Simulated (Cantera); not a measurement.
**CO2 + O2 + H2 (abatement and gas-phase synthesis)**

A closed system holds: 1 mol CO2, 0.025 mol O2, a varied amount of H2, at 3223 K and 130 bar.

Cantera equilibrium calculation (NASA polynomials, part measured and part estimated; ideal gas, pure solids and liquids). Candidate condensed phases: C, C6H6, C7H8, C8H18, H2O; 110 gas species. The ideal-gas law is rough above about 30 bar. The tables' values for COOH are old estimates; treat these amounts as uncertain. Equilibrium is a limit: real reactors are often held back by kinetics, nucleation or transport.

```
n(H2) (mol)    x CO2     x H2   x H2O   x CO      x O2       x H     x OH
-----------  -------  -------  ------  -----  --------  --------  -------
0.049          0.710  0.00102  0.0355  0.160    0.0755  0.000838   0.0113
0.1            0.672  0.00238  0.0735  0.171    0.0594   0.00128   0.0154
0.21           0.588  0.00640   0.148  0.199    0.0335   0.00210   0.0189
0.43           0.417   0.0213   0.262  0.266   0.00940   0.00383   0.0183
0.88           0.176   0.0915   0.361  0.350  0.000974   0.00793   0.0122
1.8           0.0422    0.303   0.323  0.311   7.07e-5    0.0144  0.00598
3.7          0.00956    0.559   0.208  0.201   8.70e-6    0.0196  0.00285
```
x: gas mole fraction; nothing condenses.

From 0.049 mol H2 to 3.7 mol H2 nothing is condensed. The main C-bearing gas is CO2 at 0.049 mol H2 and CO at 3.7 mol H2.
